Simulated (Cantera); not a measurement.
Transport properties of process gases

Gas mixture: 100 % C2H2, at 7500 Torr, frozen composition.

Cantera's kinetic-theory transport with the Lennard-Jones parameters of GRI-Mech 3.0, ideal gas; thermal conductivity in the multicomponent form. The composition is frozen, though it would react at the higher temperatures.

| T (K) | ρ (kg/m³) | cp (J/kg/K) | μ (µPa s) | λ (mW/m/K) | Pr | D (cm²/s) H | D (cm²/s) H2O | D (cm²/s) CH3 |
|---|---|---|---|---|---|---|---|---|
| 400 | 7.83 | 1931 | 13.6 | 35.6 | 0.737 | 0.158 | 0.0306 | 0.0305 |
| 500 | 6.26 | 2101 | 16.4 | 46.6 | 0.737 | 0.235 | 0.0472 | 0.0455 |
| 600 | 5.22 | 2232 | 18.9 | 57.2 | 0.737 | 0.324 | 0.0666 | 0.0627 |
| 700 | 4.47 | 2340 | 21.2 | 67.4 | 0.737 | 0.424 | 0.0888 | 0.0820 |
| 800 | 3.91 | 2436 | 23.4 | 77.4 | 0.736 | 0.533 | 0.113 | 0.103 |
| 900 | 3.48 | 2526 | 25.5 | 87.4 | 0.736 | 0.652 | 0.140 | 0.126 |
| 1000 | 3.13 | 2608 | 27.4 | 97.2 | 0.735 | 0.780 | 0.169 | 0.151 |
| 1100 | 2.85 | 2683 | 29.3 | 107 | 0.735 | 0.917 | 0.200 | 0.177 |
D: mixture-averaged diffusion coefficient of that species in the mixture.
